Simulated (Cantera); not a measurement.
Input: 1 mol CCl₄, 0.78 mol Si, held at 0.000290 bar.

Method: chemical equilibrium by Gibbs-energy minimisation in Cantera with the NASA 1993 tables (ideal gas, pure condensed phases). Candidate condensed phases: C, Si, SiC; 32 gas species. Ions and electrons are included (thermal ionisation). Equilibrium is a limit: real reactors are often held back by kinetics, nucleation or transport.

Which condensed phases are stable at each of these points (T (K)): 2000, 2250, 2500, 2750, 3000, 3250, 3500, 3750, 4000, 4250, 4500, 4750, 5000?


```json
[
 {"T (K)": "2000", "condensed phases": "C(graphite)", "Si condensed (%)": "0.0"},
 {"T (K)": "2250", "condensed phases": "C(graphite)", "Si condensed (%)": "0.0"},
 {"T (K)": "2500", "condensed phases": "C(graphite)", "Si condensed (%)": "0.0"},
 {"T (K)": "2750", "condensed phases": "gas only", "Si condensed (%)": "0.0"},
 {"T (K)": "3000", "condensed phases": "gas only", "Si condensed (%)": "0.0"},
 {"T (K)": "3250", "condensed phases": "gas only", "Si condensed (%)": "0.0"},
 {"T (K)": "3500", "condensed phases": "gas only", "Si condensed (%)": "0.0"},
 {"T (K)": "3750", "condensed phases": "gas only", "Si condensed (%)": "0.0"},
 {"T (K)": "4000", "condensed phases": "gas only", "Si condensed (%)": "0.0"},
 {"T (K)": "4250", "condensed phases": "gas only", "Si condensed (%)": "0.0"},
 {"T (K)": "4500", "condensed phases": "gas only", "Si condensed (%)": "0.0"},
 {"T (K)": "4750", "condensed phases": "gas only", "Si condensed (%)": "0.0"},
 {"T (K)": "5000", "condensed phases": "gas only", "Si condensed (%)": "0.0"}
]
```

From 2000 K to 2500 K the condensed part is C(graphite). From 2750 K to 5000 K nothing is condensed.
